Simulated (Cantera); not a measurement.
Cantera run:

```python
import numpy as np
import cantera as ct

gas_names = """
    F F2 H HF H2 H2F2 H3F3 H4F4 H5F5 H6F6 H7F7 Si SiF SiF2 SiF3 SiF4 SiH SiHF3 SiH2 SiH2F2 SiH3 SiH3F
    SiH4 Si2 Si3
""".split()
cond_names = """
    Si(cr) Si(L)
""".split()


def load(file, names, dense=False):
    # The tables refer to 1 bar. Condensed volumes are neglected.
    table = {s.name: s for s in ct.Species.list_from_file(file)}
    out = []
    for n in names:
        d = dict(table[n].input_data)
        d["thermo"] = dict(d["thermo"], **{"reference-pressure": 1e5})
        if dense:
            d["equation-of-state"] = {"model": "constant-volume", "density": "1e6 g/cm^3"}
        out.append(ct.Species.from_dict(d))
    return out


gas = ct.Solution(thermo="ideal-gas", species=load("nasa_gas.yaml", gas_names))
cond = {s.name: ct.Solution(thermo="fixed-stoichiometry", species=[s], name=s.name)
        for s in load("nasa_condensed.yaml", cond_names, dense=True)}
atoms = {
    'Si': {'Si': 1},
    'HF': {'H': 1, 'F': 1},
    'H2': {'H': 2},
}
top_T = {}  # K; cautious upper limits of use, not melting points


def equilibrate(T, P, feed):
    n = {}
    for name, mol in feed.items():
        for a, k in atoms[name].items():
            n[a] = n.get(a, 0.0) + k * mol
    gas.TPX = T, P, n
    mass = sum(n.values()) * gas.mean_molecular_weight
    gas.equilibrate("TP")
    valid = [c for c in cond.values() if c.min_temp <= T <= top_T.get(c.name, c.max_temp)]
    mix = ct.Mixture([(gas, mass / gas.mean_molecular_weight)] + [(c, 0.0) for c in valid])
    mix.T, mix.P = T, P
    mix.equilibrate("TP", solver="vcs", rtol=1e-11, max_steps=5000)
    return mix


results = []
P = 28  # Pa
for T in [500, 650, 800, 950, 1100, 1250, 1400, 1550, 1700]:
    for m in [1.1, 1.8, 2.4, 3.1, 3.7, 4.4, 5, 5.7]:
        feed = {'Si': 1, 'HF': m, 'H2': 25}  # mol
        mix = equilibrate(T, P, feed)
        results.append((T, P, feed, dict(zip(mix.species_names, mix.species_moles))))

for T, P, feed, n in results:
    print(f"{T:7g} {feed['HF']:10.4g}  " + (" + ".join(c for c in cond_names if n.get(c, 0) > 1e-12) or "gas only"))
```

Result:

```
    500        1.1  Si(cr)
    500        1.8  Si(cr)
    500        2.4  Si(cr)
    500        3.1  Si(cr)
    500        3.7  Si(cr)
    500        4.4  gas only
    500          5  gas only
    500        5.7  gas only
    650        1.1  Si(cr)
    650        1.8  Si(cr)
    650        2.4  Si(cr)
    650        3.1  Si(cr)
    650        3.7  Si(cr)
    650        4.4  gas only
    650          5  gas only
    650        5.7  gas only
    800        1.1  Si(cr)
    800        1.8  Si(cr)
    800        2.4  Si(cr)
    800        3.1  Si(cr)
    800        3.7  Si(cr)
    800        4.4  gas only
    800          5  gas only
    800        5.7  gas only
    950        1.1  Si(cr)
    950        1.8  Si(cr)
    950        2.4  Si(cr)
    950        3.1  Si(cr)
    950        3.7  Si(cr)
    950        4.4  gas only
    950          5  gas only
    950        5.7  gas only
   1100        1.1  Si(cr)
   1100        1.8  Si(cr)
   1100        2.4  Si(cr)
   1100        3.1  Si(cr)
   1100        3.7  Si(cr)
   1100        4.4  gas only
   1100          5  gas only
   1100        5.7  gas only
   1250        1.1  Si(cr)
   1250        1.8  Si(cr)
   1250        2.4  Si(cr)
   1250        3.1  Si(cr)
   1250        3.7  Si(cr)
   1250        4.4  gas only
   1250          5  gas only
   1250        5.7  gas only
   1400        1.1  Si(cr)
   1400        1.8  Si(cr)
   1400        2.4  Si(cr)
   1400        3.1  Si(cr)
   1400        3.7  gas only
   1400        4.4  gas only
   1400          5  gas only
   1400        5.7  gas only
   1550        1.1  Si(cr)
   1550        1.8  Si(cr)
   1550        2.4  Si(cr)
   1550        3.1  gas only
   1550        3.7  gas only
   1550        4.4  gas only
   1550          5  gas only
   1550        5.7  gas only
   1700        1.1  Si(L)
   1700        1.8  Si(L)
   1700        2.4  gas only
   1700        3.1  gas only
   1700        3.7  gas only
   1700        4.4  gas only
   1700          5  gas only
   1700        5.7  gas only
```

Method: chemical equilibrium by Gibbs-energy minimisation in Cantera with the NASA 1993 tables (ideal gas, pure condensed phases). The tables' values for SiF2, SiF3 are old estimates.
